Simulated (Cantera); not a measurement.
An isothermal, constant-pressure homogeneous reactor starts with CH₄ : H₂ = 1 : 1.5 (molar parts), at 1498 K and 10.00 Torr. Integrator tolerance rtol = 1e-08.

Computed with Cantera and GRI-Mech 3.0 (53 species, 325 reactions). GRI-Mech 3.0 stops at C3 and has no aromatics, soot or wall deposition, so with more carbon than oxygen in the feed, carbon stays in small species such as C2H2 where larger ones or solid carbon would form. Radical loss at walls, strong at low pressure, is not modelled.

### Question
What does this change do: pressure from 10.00 Torr to 0.825 Torr?

### Answer
| quantity | before | after |
|---|---|---|
| x(CH₄) at 10.0 s | 0.162 (gas-phase equilibrium 0.00342) | 0.255 (gas-phase equilibrium 0.000285) |
| x(H₂) at 10.0 s | 0.752 (gas-phase equilibrium 0.855) | 0.692 (gas-phase equilibrium 0.857) |
| x(C₂H₄) at 10.0 s | 0.000849 (gas-phase equilibrium 0.000463) | 0.00288 (gas-phase equilibrium 3.87e-5) |
| x(C₂H₂) at 10.0 s | 0.0840 (gas-phase equilibrium 0.141) | 0.0488 (gas-phase equilibrium 0.143) |
| x(CH₂) at 10.0 s | 2.14e-8 (gas-phase equilibrium 1.50e-9) | 1.69e-7 (gas-phase equilibrium 1.51e-9) |

### Question
What does this change do: CH4 1 to 0.24 parts?

### Answer
| quantity | before | after |
|---|---|---|
| x(CH₄) at 10.0 s | 0.162 (gas-phase equilibrium 0.00342) | 0.0858 (gas-phase equilibrium 0.00255) |
| x(H₂) at 10.0 s | 0.752 (gas-phase equilibrium 0.855) | 0.891 (gas-phase equilibrium 0.938) |
| x(C₂H₄) at 10.0 s | 0.000849 (gas-phase equilibrium 0.000463) | 0.000258 (gas-phase equilibrium 0.000213) |
| x(C₂H₂) at 10.0 s | 0.0840 (gas-phase equilibrium 0.141) | 0.0226 (gas-phase equilibrium 0.0593) |
| x(CH₂) at 10.0 s | 2.14e-8 (gas-phase equilibrium 1.50e-9) | 1.44e-8 (gas-phase equilibrium 1.02e-9) |
